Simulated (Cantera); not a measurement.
Input: 1 mol Si2H6, 0.32 mol O2, held at 21.0 Pa.

These are equilibrium values from Cantera (NASA tables, ideal gas, pure condensed phases), not measurements of a reactor. Candidate condensed phases: H2O, Si, SiO2; 18 gas species. The feed counts by its element totals alone. Mutual solubility and eutectic melting of coexisting phases are not modelled. The tables hold silica as quartz up to 1696 K and as liquid above; real silica turns to tridymite and cristobalite and melts near 1996 K. Gases not in the tables: Si2H6 and higher silanes. Rates play no part.

Task: What share of the Si ends up in condensed phases as a function of T (K), at 1275, 1375, 1475, 1575, 1675, 1775, 1875, 1975, 2075?

Result: 
```json
[
 {"T (K)": "1275", "Si condensed (%)": "97.0", "as": "Si(s) + SiO2(β-quartz)"},
 {"T (K)": "1375", "Si condensed (%)": "68.0", "as": "Si(s)"},
 {"T (K)": "1475", "Si condensed (%)": "68.0", "as": "Si(s)"},
 {"T (K)": "1575", "Si condensed (%)": "67.9", "as": "Si(s)"},
 {"T (K)": "1675", "Si condensed (%)": "67.6", "as": "Si(s)"},
 {"T (K)": "1775", "Si condensed (%)": "66.0", "as": "Si(l)"},
 {"T (K)": "1875", "Si condensed (%)": "59.3", "as": "Si(l)"},
 {"T (K)": "1975", "Si condensed (%)": "32.1", "as": "Si(l)"},
 {"T (K)": "2075", "Si condensed (%)": "0.0", "as": "-"}
]
```
